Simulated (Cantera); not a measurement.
A closed system holds: 1 mol SiH₂Cl₂, a varied amount of NH₃, 0.26 mol H₂, equilibrated at 10.0 mbar.

Equilibrium computed with Cantera from the NASA thermochemical tables; the gas is ideal and each condensed phase is pure. Candidate condensed phases: NH₄Cl, Si, Si₃N₄; 28 gas species. Mutual solubility and eutectic melting of coexisting phases are not modelled. The tables' values for SiCl₃ are old estimates. The numbers say what is thermodynamically allowed, not how fast it happens.

Stable condensed phases, one row left out:

```
T in K \ n(NH₃) in mol
         0.44 0.59 0.78    1  1.4  1.8  2.5  3.3  4.4  5.8  7.8   10
   1673     A    A    B    B    B    C    C    C    C    C    C    C
   1523     B    C    C    C    C    C    C    C    C    C    C    C
   1448     B    C    C    C    C    C    C    C    C    C    C    C
   1373     B    C    C    C    C    C    C    C    C    C    C    C
   1298     B    C    C    C    C    C    C    C    C    C    C    C
   1223     B    B    C    C    C    C    C    C    C    C    C    C
   1148     B    B    C    C    C    C    C    C    C    C    C    C
   1073     B    B    C    C    C    C    C    C    C    C    C    C
    998     B    B    C    C    C    C    C    C    C    C    C    C
    923     B    B    C    C    C    C    C    C    C    C    C    C
    848     B    B    C    C    C    C    C    C    C    C    C    C
```

A: Si; B: Si + Si₃N₄; C: Si₃N₄.

Q: Give the row for 1598 K.

A: 0.44: Si + Si₃N₄; 0.59: Si + Si₃N₄; 0.78: Si₃N₄; 1: Si₃N₄; 1.4: Si₃N₄; 1.8: Si₃N₄; 2.5: Si₃N₄; 3.3: Si₃N₄; 4.4: Si₃N₄; 5.8: Si₃N₄; 7.8: Si₃N₄; 10: Si₃N₄.
